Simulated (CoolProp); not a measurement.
Vapour-liquid equilibrium of carbon dioxide (1) + ethane (2) at 232.1 K; x and y are mole fractions of (1).

The numbers come from the multi-fluid Helmholtz-energy mixture model, Span 1996 and Bücker 2006; pair parameters Kunz 2012 in CoolProp.

Task: Give the bubble pressure and the first vapour's composition at x = 0.05, 0.25, 0.35. Is there an azeotrope?

Result: x = 0.05: 0.8336 MPa, y = 0.128; x = 0.25: 1.069 MPa, y = 0.415; x = 0.35: 1.136 MPa, y = 0.494. y crosses x between x = 0.55 and 0.65: the model has an azeotrope there.

Pair parameters are fitted to limited data, so mixtures are less certain than the pure fluids.
